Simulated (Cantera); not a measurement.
Input (Python, Cantera) and output of one run.

```python
import numpy as np
import cantera as ct

gas_names = """
    CL CLO CL2 H HCL HNO HNO2 HNO3 HOCL HO2 H2 H2O H2O2 N NH NH2 NH3 NH2OH NO NO2 NO3 N2 N2H2 N2H4 N2O O
    OH O2 O3
""".split()
cond_names = """
    H2O(s) H2O(L) NH4CL(a) NH4CL(b)
""".split()


def load(file, names, dense=False):
    # The tables refer to 1 bar. Condensed volumes are neglected.
    table = {s.name: s for s in ct.Species.list_from_file(file)}
    out = []
    for n in names:
        d = dict(table[n].input_data)
        d["thermo"] = dict(d["thermo"], **{"reference-pressure": 1e5})
        if dense:
            d["equation-of-state"] = {"model": "constant-volume", "density": "1e6 g/cm^3"}
        out.append(ct.Species.from_dict(d))
    return out


gas = ct.Solution(thermo="ideal-gas", species=load("nasa_gas.yaml", gas_names))
cond = {s.name: ct.Solution(thermo="fixed-stoichiometry", species=[s], name=s.name)
        for s in load("nasa_condensed.yaml", cond_names, dense=True)}
atoms = {
    'HCl': {'H': 1, 'CL': 1},
    'O2': {'O': 2},
    'N2': {'N': 2},
}
top_T = {}  # K; cautious upper limits of use, not melting points


def equilibrate(T, P, feed):
    n = {}
    for name, mol in feed.items():
        for a, k in atoms[name].items():
            n[a] = n.get(a, 0.0) + k * mol
    gas.TPX = T, P, n
    mass = sum(n.values()) * gas.mean_molecular_weight
    gas.equilibrate("TP")
    valid = [c for c in cond.values() if c.min_temp <= T <= top_T.get(c.name, c.max_temp)]
    mix = ct.Mixture([(gas, mass / gas.mean_molecular_weight)] + [(c, 0.0) for c in valid])
    mix.T, mix.P = T, P
    mix.equilibrate("TP", solver="vcs", rtol=1e-11, max_steps=5000)
    return mix


results = []
feed = {'HCl': 1, 'O2': 0.2, 'N2': 0.22}  # mol
P = 1333.22  # Pa
for T in [1248, 1398, 1548, 1698, 1848, 1998, 2148, 2298, 2448, 2598, 2748, 2898, 3048, 3198]:
    mix = equilibrate(T, P, feed)
    results.append((T, P, feed, dict(zip(mix.species_names, mix.species_moles))))
    x = sorted(zip(gas.X, gas.species_names), reverse=True)
    print(f"T = {T:g} K  P = {P:g} Pa  gas = {mix.phase_moles(0):.4g} mol")
    print("   x: " + "  ".join(f"{s} {v:.3e}" for v, s in x if v > 1e-05))
    print("   condensed (mol): " + ("  ".join(f"{mix.phase(i).name} {mix.phase_moles(i):.4g}"
          for i in range(1, mix.n_phases) if mix.phase_moles(i) > 1e-12) or "none"))
```

Output:

```
T = 1248 K  P = 1333.22 Pa  gas = 1.401 mol
   x: HCL 6.345e-01  N2 1.570e-01  O2 1.229e-01  H2O 3.973e-02  CL2 3.364e-02  CL 1.216e-02  NO 9.500e-05  CLO 1.771e-05
   condensed (mol): none
T = 1398 K  P = 1333.22 Pa  gas = 1.418 mol
   x: HCL 6.320e-01  N2 1.550e-01  O2 1.226e-01  H2O 3.652e-02  CL 3.391e-02  CL2 1.957e-02  NO 2.428e-04  OH 4.691e-05  CLO 3.873e-05
   condensed (mol): none
T = 1548 K  P = 1333.22 Pa  gas = 1.437 mol
   x: HCL 6.103e-01  N2 1.528e-01  O2 1.175e-01  CL 6.673e-02  H2O 4.259e-02  CL2 9.297e-03  NO 5.059e-04  OH 1.948e-04  CLO 6.118e-05  O 2.265e-05
   condensed (mol): none
T = 1698 K  P = 1333.22 Pa  gas = 1.455 mol
   x: HCL 5.748e-01  N2 1.507e-01  O2 1.086e-01  CL 1.042e-01  H2O 5.580e-02  CL2 4.009e-03  NO 9.055e-04  OH 6.687e-04  O 1.249e-04  CLO 7.789e-05  H2 2.885e-05
   condensed (mol): none
T = 1848 K  P = 1333.22 Pa  gas = 1.473 mol
   x: HCL 5.318e-01  N2 1.487e-01  CL 1.435e-01  O2 9.761e-02  H2O 7.244e-02  OH 1.892e-03  CL2 1.772e-03  NO 1.443e-03  O 5.125e-04  H2 1.672e-04  CLO 8.834e-05  H 5.938e-05
   condensed (mol): none
T = 1998 K  P = 1333.22 Pa  gas = 1.492 mol
   x: HCL 4.855e-01  CL 1.832e-01  N2 1.465e-01  H2O 8.928e-02  O2 8.527e-02  OH 4.499e-03  NO 2.092e-03  O 1.666e-03  CL2 8.345e-04  H2 7.525e-04  H 3.811e-04  CLO 9.335e-05
   condensed (mol): none
T = 2148 K  P = 1333.22 Pa  gas = 1.515 mol
   x: HCL 4.375e-01  CL 2.217e-01  N2 1.438e-01  H2O 1.031e-01  O2 7.221e-02  OH 9.190e-03  O 4.487e-03  NO 2.803e-03  H2 2.717e-03  H 1.881e-03  CL2 4.193e-04  CLO 9.357e-05
   condensed (mol): none
T = 2298 K  P = 1333.22 Pa  gas = 1.549 mol
   x: HCL 3.867e-01  CL 2.583e-01  N2 1.403e-01  H2O 1.096e-01  O2 5.920e-02  OH 1.633e-02  O 1.034e-02  H2 7.999e-03  H 7.419e-03  NO 3.500e-03  CL2 2.240e-04  CLO 8.995e-05
   condensed (mol): none
T = 2448 K  P = 1333.22 Pa  gas = 1.608 mol
   x: HCL 3.286e-01  CL 2.928e-01  N2 1.347e-01  H2O 1.032e-01  O2 4.747e-02  OH 2.526e-02  H 2.368e-02  O 2.105e-02  H2 1.887e-02  NO 4.117e-03  CL2 1.268e-04  CLO 8.406e-05
   condensed (mol): none
T = 2598 K  P = 1333.22 Pa  gas = 1.714 mol
   x: CL 3.244e-01  HCL 2.589e-01  N2 1.261e-01  H2O 8.115e-02  H 6.081e-02  O 3.877e-02  O2 3.766e-02  H2 3.401e-02  OH 3.349e-02  NO 4.596e-03  CLO 7.703e-05  CL2 7.526e-05
   condensed (mol): none
T = 2748 K  P = 1333.22 Pa  gas = 1.88 mol
   x: CL 3.498e-01  HCL 1.819e-01  H 1.246e-01  N2 1.146e-01  O 6.456e-02  H2O 4.939e-02  H2 4.490e-02  OH 3.674e-02  O2 2.859e-02  NO 4.807e-03  CLO 6.769e-05  CL2 4.577e-05
   condensed (mol): none
T = 2898 K  P = 1333.22 Pa  gas = 2.093 mol
   x: CL 3.659e-01  H 2.048e-01  HCL 1.117e-01  N2 1.028e-01  O 9.447e-02  H2 4.287e-02  OH 3.188e-02  H2O 2.181e-02  O2 1.915e-02  NO 4.579e-03  CLO 5.454e-05  CL2 2.800e-05  N 1.958e-05
   condensed (mol): none
T = 3048 K  P = 1333.22 Pa  gas = 2.298 mol
   x: CL 3.741e-01  H 2.770e-01  O 1.198e-01  N2 9.375e-02  HCL 6.105e-02  H2 3.070e-02  OH 2.178e-02  O2 1.079e-02  H2O 7.005e-03  NO 3.952e-03  N 5.008e-05  CLO 3.960e-05  CL2 1.733e-05
   condensed (mol): none
T = 3198 K  P = 1333.22 Pa  gas = 2.443 mol
   x: CL 3.781e-01  H 3.257e-01  O 1.355e-01  N2 8.840e-02  HCL 3.122e-02  H2 1.811e-02  OH 1.256e-02  O2 5.334e-03  NO 3.192e-03  H2O 1.823e-03  N 1.188e-04  CLO 2.675e-05  CL2 1.100e-05
   condensed (mol): none
```

Equilibrium computed with Cantera from the NASA thermochemical tables; the gas is ideal and each condensed phase is pure.
